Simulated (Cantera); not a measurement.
# Hydrogen reduction and annealing atmospheres: Nb2O5 + H2 + H2O

Input: 1 mol Nb2O5, 9.4 mol H2, 0.052 mol H2O, equilibrated at 84.0 mbar.

Cantera equilibrium calculation (NASA polynomials, part measured and part estimated; ideal gas, pure solids and liquids). Candidate condensed phases: H2O, Nb, NbO, NbO2, Nb2O5; 12 gas species. Mutual solubility and eutectic melting of coexisting phases are not modelled. Condensed phases not in the tables: the oxides between NbO2 and Nb2O5. Kinetics and transport are ignored.

| T (K) | x H2 | x H2O | x H | x OH | x NbO2 | n NbO2(s) | n Nb2O5(s) |
|---|---|---|---|---|---|---|---|
| 1175 | 0.982 | 0.0180 | 4.19e-7 | 5.35e-11 | <1e-12 | 0.236 | 0.882 |
| 1275 | 0.968 | 0.0321 | 2.50e-6 | 9.66e-10 | <1e-12 | 0.503 | 0.749 |
| 1375 | 0.948 | 0.0522 | 1.15e-5 | 1.14e-8 | 1.21e-11 | 0.883 | 0.558 |
| 1475 | 0.921 | 0.0787 | 4.30e-5 | 9.61e-8 | 3.41e-10 | 1.38 | 0.308 |
| 1575 | 0.889 | 0.111 | 0.000135 | 6.15e-7 | 6.22e-9 | 2.00 | 0.000570 |
| 1675 | 0.888 | 0.111 | 0.000378 | 2.29e-6 | 7.93e-8 | 2.00 | 0 |
| 1775 | 0.888 | 0.111 | 0.000941 | 7.34e-6 | 7.50e-7 | 2.00 | 0 |
| 1875 | 0.887 | 0.111 | 0.00213 | 2.08e-5 | 5.54e-6 | 2.00 | 0 |
x: gas mole fraction; n: condensed amount in mol.

From 1175 K to 1575 K the condensed part is NbO2(s) + Nb2O5(s). From 1675 K to 1875 K the condensed part is NbO2(s).
